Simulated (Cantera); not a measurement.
## Equilibrium for boron, boron nitride and boron oxide: borazine + O₂

Charge: 1 mol borazine, 0.085 mol O₂, held at 1073 K and 0.100 bar.

Cantera equilibrium calculation (NASA polynomials, part measured and part estimated; ideal gas, pure solids and liquids). Candidate condensed phases: B, BN, B₂O₃, B₃O₃H₃, H₂O; 39 gas species. The feed counts by its element totals alone. Mutual solubility and eutectic melting of coexisting phases are not modelled. Gases not in the tables: H₃BO₃. The numbers say what is thermodynamically allowed, not how fast it happens.

```json
{
  "x(H₂)": "0.981",
  "x(N₂)": "0.0182",
  "x(H₂O)": "0.00113",
  "x(HBO₂)": "1.15e-5",
  "x(NH₃)": "4.85e-6",
  "n(BN(s))": "2.89 mol",
  "n(B₂O₃(l))": "0.0555 mol",
  "gas_amount": "3.056 mol",
  "log10 activity of B(s) (absent)": "-6.23",
  "log10 activity of B₃O₃H₃(s) (absent)": "-13.70"
}
```
